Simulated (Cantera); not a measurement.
An isothermal, constant-pressure homogeneous reactor starts with 45.2 % CH4, 50.6 % H2O, 4.16 % H2, at 2223 K and 2.60 bar.

Computed with Cantera and GRI-Mech 3.0 (53 species, 325 reactions).

One state of this run: x CH4 = 2.61e-7; x H2O = 0.0268; x H2 = 0.733; x C2H2 = 1.38e-9; x HO2 = 2.22e-12. x: mole fraction; the columns are a selection and need not sum to one.

Q: Which value of t (s) does it belong to?
(A) 0.00322
(B) 0.372
(C) 0.000300
(D) 0.000983

A: B, 0.372
